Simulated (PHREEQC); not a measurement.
A PHREEQC speciation (ion-association model, wateq4f.dat) at 25 °C gives pH 4.99 and these molalities:

```csv
species,mol/kgw
CuSO4,0.130
SO4-2,0.123
Cu+2,0.121
Cl-,0.0468
Na+,0.0448
NaSO4-,0.00564
CuCl+,0.00368
CO2,0.00257
CuHCO3+,0.00255
NiSO4,0.00151
Cu2(OH)2+2,0.00124
Ni+2,0.00123
HCO3-,0.000184
CuCO3,8.19e-5
CuOH+,4.48e-5
NiCl+,3.67e-5
HSO4-,3.65e-5
CuCl2,3.35e-5
H+,1.33e-5
NiHCO3+,8.57e-6
Ni(SO4)2-2,7.67e-6
Cu(OH)2,5.19e-6
```

Question: What are the element totals, and what could have been dissolved in 1 kg of water to give them?

Answer: One answer among several that fit: totals C(4) 0.00540, Cl 0.0506, Cu(2) 0.260, Na 0.0504, Ni 0.00280, S(6) 0.260 mol/kgw, from 0.26 mol CuSO4, 0.0028 mol NiCl2, 0.0054 mol NaHCO3 and 0.045 mol NaCl per kg of water.

Precipitation was switched off in this run. Examples of supersaturated solids here: Antlerite, Atacamite. Others may be too.
